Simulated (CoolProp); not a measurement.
A simple Rankine cycle with R134a: condensing at 312.15 K, boiler at 2.54 MPa, turbine inlet 353.5 K, turbine efficiency 0.75, pump efficiency 0.7, no recuperator. Each further row changes one setting.

Computed with CoolProp (reference Helmholtz-energy equation of state, Tillner-Roth 1994).

```tsv
case	thermal efficiency (%)	net work (kJ/kg)	heat in (kJ/kg)	turbine exit temperature (K)	volume ratio over the turbine
as stated	(withheld)	11.6	176	312.4	(withheld)
turbine inlet 373.5 K	6.9	(withheld)	(withheld)	337.6	2.74
condensing temperature 304.15 K	7.8	14.7	187	304.7	3.70
boiler pressure 1.78 MPa	4.6	8.91	195	(withheld)	(withheld)
turbine efficiency 0.65	(withheld)	9.76	176	314.0	2.96
```

**Question.** Fill in the missing entries.

**Answer.** 
- as stated, thermal efficiency (%): 6.6
- as stated, volume ratio over the turbine: 2.93
- turbine inlet 373.5 K, net work (kJ/kg): 14.2
- turbine inlet 373.5 K, heat in (kJ/kg): 206
- boiler pressure 1.78 MPa, turbine exit temperature (K): 332.1
- boiler pressure 1.78 MPa, volume ratio over the turbine: 1.86
- turbine efficiency 0.65, thermal efficiency (%): 5.5
